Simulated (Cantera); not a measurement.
Mixture: 16.8 % CH4, 1.68 % H2, 17.1 % O2, 64.5 % N2, equivalence ratio 2.0, at 0.987 atm, adiabatic and at constant volume. Ignition delay is the time to a rise of 400 K.

Computed with Cantera and GRI-Mech 3.0 (53 species, 325 reactions). Below about 1000 K GRI-Mech 3.0 lacks low-temperature oxidation paths. Below about 950 K walls govern HO2 and H2O2 in real vessels.

Question: Predict: delay at 925 K; delay at 975 K; delay at 1025 K; delay at 1075 K; delay at 1125 K; delay at 1175 K; apparent activation energy between 1075 and 1175 K.

Answer: 
* **delay at 925 K**: 0.497 s
* **delay at 975 K**: 0.282 s
* **delay at 1025 K**: 0.167 s
* **delay at 1075 K**: 97.0 ms
* **delay at 1125 K**: 55.1 ms
* **delay at 1175 K**: 30.9 ms
* **apparent activation energy between 1075 and 1175 K**: 120 kJ/mol
